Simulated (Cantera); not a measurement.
Feed: 1 mol Cu, 0.67 mol F2, 0.24 mol H2, at 0.650 bar.

Equilibrium computed with Cantera from the NASA thermochemical tables; the gas is ideal and each condensed phase is pure. Candidate condensed phases: Cu, CuF2; 15 gas species. Mutual solubility and eutectic melting of coexisting phases are not modelled. Rates play no part.

Task: At 1150 K, list the 4 most abundant gas species with their mole fractions, and the condensed phases.

Result: HF 0.998, CuF 0.000809, CuF2 0.000757, H2F2 1.63e-5. Condensed: Cu(s) + CuF2(l).
